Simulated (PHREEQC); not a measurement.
Solution (82 °C): 0.021 mol Cu(NO3)2, 0.13 mol HNO3 and 0.00013 mol FeCl3 per kg of water. Closed to the air; pH follows from the charge balance.

Model: ion-association model, wateq4f.dat, run in PHREEQC.

This is a speciation only: nothing precipitates in the calculation.

**Question.** Order these Fe species by the share of Fe that they hold, largest first: FeOH+2, Fe(OH)2+, FeCl+2, Fe+3, Fe2(OH)2+4.

**Answer.** Fe+3 (69 %), FeOH+2 (30 %), FeCl+2 (0.88 %), Fe(OH)2+ (0.22 %), Fe2(OH)2+4 (0.11 %)

**Question.** Order these Cl species by the share of Cl that they hold, largest first: Cl-, FeCl+2, CuCl+.

**Answer.** Cl- (85 %), CuCl+ (14 %), FeCl+2 (0.29 %)

The pH is 0.99 and the ionic strength 0.194 mol/kgw. Saturation is exceeded, for instance for Hematite (slow to form), Goethite (slow to form); the values hold only as long as no solid forms. Constants without temperature data keep their 25 °C values here.
